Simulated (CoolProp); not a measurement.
The fluoroketone C6F12O (FK-5-1-12) along the isobar 75.8 bar: density (kg/m³) from the reference equation and from simpler models built on Tc = 168.7 °C, pc = 18.69 bar, ω = 0.471; each cubic takes its own stable root.

The numbers come from the reference Helmholtz-energy equation of state, McLinden 2015 in CoolProp.

```csv
T (°C),phase,reference
-44.55,liquid,1815
-19.85,liquid,1752
4.85,liquid,1688
29.45,liquid,1623
54.15,liquid,1556
78.85,liquid,1485
103.45,liquid,1411
128.15,liquid,1332
152.85,liquid,1246
177.55,supercritical,1152
202.15,supercritical,1051
226.85,supercritical,943.3
```

Problem. How far does each simpler model (van der Waals, Redlich-Kwong, Soave-Redlich-Kwong) lie from the reference over these 12 states: mean and median of the absolute difference, and the worst?

Solution. 
- van der Waals: mean 32.1 %, median 34.1 %, worst -39.7 % at -44.55 °C and 75.8 bar
- Redlich-Kwong: mean 9.5 %, median 10.5 %, worst -12.6 % at -44.55 °C and 75.8 bar
- Soave-Redlich-Kwong: mean 7.9 %, median 7.7 %, worst -9.7 % at 226.85 °C and 75.8 bar
